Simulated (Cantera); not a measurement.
A closed system holds: 1 mol Cu, 0.11 mol CO, 5.6 mol N₂, held at 1023.15 K and 1200 Pa.

Cantera equilibrium calculation (NASA polynomials, part measured and part estimated; ideal gas, pure solids and liquids). Candidate condensed phases: C, Cu, CuO, Cu₂O; 27 gas species. The numbers say what is thermodynamically allowed, not how fast it happens.

Question: What is the equilibrium state?

Answer: 
```
Property       Result
----------  ---------
x(N₂)           0.981
x(CO)          0.0193
x(CO₂)        1.59e-6
n(Cu(s))     1.00 mol
gas amount  5.710 mol
```
